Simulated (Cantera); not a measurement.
Input (Python, Cantera) and output of one run.

```python
import numpy as np
import cantera as ct

gas_names = """
    Br Br2 H HBr HO2 H2 H2O H2O2 O OH O2 O3
""".split()
cond_names = """
    Br2(cr) Br2(L) H2O(s) H2O(L)
""".split()


# ... load() reads the species with a 1 bar reference pressure and builds the phases ...
atoms = {
    'HBr': {'H': 1, 'Br': 1},
    'O2': {'O': 2},
}
top_T = {}  # K; cautious upper limits of use, not melting points


# ... equilibrate(T, P, feed) seeds the gas with the atoms and calls Mixture.equilibrate('TP', solver="vcs", rtol=1e-11, max_steps=5000) ...
results = []
feed = {'HBr': 1, 'O2': 3.1}  # mol
P = 10000  # Pa
for T in [775, 875, 975, 1075, 1175, 1275, 1375, 1475, 1575, 1675, 1775, 1875, 1975]:
    mix = equilibrate(T, P, feed)
    results.append((T, P, feed, dict(zip(mix.species_names, mix.species_moles))))

top = {s: max(r[3][s] / sum(r[3][g] for g in gas_names) for r in results) for s in gas_names}
cols = sorted((s for s in top if top[s] > 1e-06), key=lambda s: -top[s])[:5]
seen = [c for c in cond_names if any(r[3].get(c, 0) > 1e-12 for r in results)]
print("log10 of partial pressures in bar; condensed amounts in mol")
print(f"{'T/K':>10s}" + "".join(f"{s[:9]:>10s}" for s in cols + seen))
for T, P, feed, n in results:
    ng = sum(n[g] for g in gas_names)
    print(f"{T:10.4g}" + "".join(f"{np.log10(max(n[s] / ng * P / 1e5, 1e-99)):10.3f}" for s in cols)
          + "".join(f"{n.get(c, 0):10.4g}" for c in seen))
```

It prints:

```
log10 of partial pressures in bar; condensed amounts in mol
       T/K        O2        Br       H2O       Br2       HBr
       775    -1.131    -4.667    -1.887    -1.887    -4.518
       875    -1.131    -3.917    -1.889    -1.891    -3.984
       975    -1.132    -3.323    -1.892    -1.901    -3.563
      1075    -1.133    -2.847    -1.900    -1.926    -3.231
      1175    -1.138    -2.467    -1.914    -1.979    -2.973
      1275    -1.145    -2.173    -1.933    -2.080    -2.786
      1375    -1.154    -1.962    -1.953    -2.246    -2.668
      1475    -1.163    -1.826    -1.970    -2.487    -2.613
      1575    -1.170    -1.751    -1.979    -2.784    -2.605
      1675    -1.174    -1.713    -1.982    -3.104    -2.626
      1775    -1.177    -1.694    -1.982    -3.418    -2.658
      1875    -1.178    -1.684    -1.982    -3.712    -2.694
      1975    -1.180    -1.678    -1.984    -3.985    -2.730
```

Method: chemical equilibrium by Gibbs-energy minimisation in Cantera with the NASA 1993 tables (ideal gas, pure condensed phases).
